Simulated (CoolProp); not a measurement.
Vapour-liquid equilibrium of R125 (1) + R227EA (2) at 265.8 K; x and y are mole fractions of (1).

Model: multi-fluid Helmholtz-energy mixture model, Lemmon 2005 and Lemmon 2016; pair parameters Bell 2016, in CoolProp.

Question: Give the bubble pressure and the first vapour's composition at x = 0.425, 0.575, 0.65. Is there an azeotrope?

Answer: x = 0.425: 0.3034 MPa, y = 0.701; x = 0.575: 0.3605 MPa, y = 0.808; x = 0.65: 0.3893 MPa, y = 0.852. No azeotrope shows between x = 0.05 and 0.95.

Pair parameters are fitted to limited data, so mixtures are less certain than the pure fluids.
